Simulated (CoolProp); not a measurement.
Saturated liquid density (kg/m³) of R1336mzz(E): the reference equation beside estimates from Tc = 403.5 K, pc = 27.79 bar, ω = 0.413.

The numbers come from the reference Helmholtz-energy equation of state, Akasaka 2023 in CoolProp.

| T (K) | reference | Redlich-Kwong | Peng-Robinson |
|---|---|---|---|
| 263.8 | 1422 | 1177 | 1410 |
| 268.7 | 1409 | 1164 | 1397 |
| 273.6 | 1396 | 1150 | 1383 |
| 278.5 | 1383 | 1136 | 1369 |
| 283.4 | 1369 | 1122 | 1355 |
| 288.2 | 1355 | 1107 | 1340 |
| 293.1 | 1341 | 1092 | 1324 |
| 298 | 1326 | 1076 | 1307 |
| 302.9 | 1311 | 1060 | 1290 |
| 307.8 | 1295 | 1044 | 1272 |
| 312.7 | 1279 | 1027 | 1254 |
| 317.5 | 1263 | 1009 | 1235 |
| 322.4 | 1246 | 991.2 | 1214 |
| 327.3 | 1228 | 972.4 | 1193 |
| 332.2 | 1209 | 953.0 | 1170 |

Absolute difference from the reference over all 15 rows, mean and median: Redlich-Kwong 19.0 and 18.9 %, Peng-Robinson 1.6 and 1.4 %.
